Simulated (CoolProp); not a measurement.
A single-stage vapour-compression cycle with R124: evaporating at 281.15 K (dew point), condensing at 315.15 K (bubble point), superheat 0 K, subcooling 0 K, compressor efficiency 0.6, no pressure losses. Each further row changes one setting.

Values from CoolProp's reference Helmholtz-energy equation of state, de Vries 1995.

```
case                              cooling COP  pressure ratio  discharge temperature (K)  refrigerating effect (kJ/kg)  volumetric capacity (kJ/m³)
--------------------------------  -----------  --------------  -------------------------  ----------------------------  ---------------------------
as stated                                   ?            2.87                      326.0                           117                         1610
evaporating temperature 286.15 K         5.07            2.42                      324.0                             ?                            ?
condensing temperature 310.15 K          5.02            2.50                      319.9                           123                         1690
subcooling 5 K                           4.36            2.87                      326.0                           123                         1690
superheat 10 K                           4.21            2.87                      336.5                           125                         1640
compressor efficiency 0.5                3.46            2.87                      332.5                           117                         1610
```

Question: Fill in the missing entries.

Answer: 
- as stated, cooling COP: 4.15
- evaporating temperature 286.15 K, refrigerating effect (kJ/kg): 120
- evaporating temperature 286.15 K, volumetric capacity (kJ/m³): 1950
